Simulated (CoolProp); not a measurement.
A closed Brayton cycle with nitrogen: compressor inlet 329.15 K and 6.7 MPa, high pressure 16 MPa, turbine inlet 825 K, compressor efficiency 0.85, turbine efficiency 0.93, recuperator effectiveness 0.95 (on enthalpy, no pinch check). Each further row changes one setting.

Model: reference Helmholtz-energy equation of state, Span 2000, in CoolProp.

```tsv
case	thermal efficiency (%)	net work (kJ/kg)	compressor to turbine work	compressor exit (K)	turbine exit (K)
as stated	[?]	66.6	0.64	439.9	664.9
turbine inlet 775 K	29.5	55.4	0.68	439.9	623.1
compressor inlet 339.15 K	[?]	[?]	[?]	453.1	664.9
high pressure 13.6 MPa	[?]	[?]	0.61	417.1	[?]
recuperator effectiveness 0.5	[?]	66.6	0.64	439.9	664.9
```

Q: Complete the blanks.

A: 
- as stated, thermal efficiency (%): 33.1
- compressor inlet 339.15 K, thermal efficiency (%): 31.4
- compressor inlet 339.15 K, net work (kJ/kg): 62.7
- compressor inlet 339.15 K, compressor to turbine work: 0.66
- high pressure 13.6 MPa, thermal efficiency (%): 34.7
- high pressure 13.6 MPa, net work (kJ/kg): 59.6
- high pressure 13.6 MPa, turbine exit (K): 692.4
- recuperator effectiveness 0.5, thermal efficiency (%): 21.4
